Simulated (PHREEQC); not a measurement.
Dissolve 0.0095 mol TMAH, 1e-05 mol H4SiO4 and 0.0013 mol H3BO3 per kg of water at 20 °C. Closed to the air; pH follows from the charge balance.

Computed with PHREEQC (ion-association model, wateq4f.dat).

```json
{
  "pH": "12.04",
  "ionic_strength": "0.00950 mol/kgw",
  "total_alkalinity": "9.50 meq/kg"
}
```

```csv
species,molality,activity,log γ
(CH3)4N+,0.00950,0.00859,-0.044
OH-,0.00819,0.00740,-0.044
H2BO3-,0.00130,0.00117,-0.046
H3SiO4-,9.28e-6,8.39e-6,-0.044
H3BO3,2.04e-6,2.04e-6,0.001
H2SiO4-2,6.55e-7,4.45e-7,-0.168
H4SiO4,6.24e-8,6.25e-8,0.001
```

This is a speciation only: nothing precipitates in the calculation. Species that the database lacks are ignored. (CH3)4N+ isn't in the database: it is added as a free cation with an ion size of 4 Å.
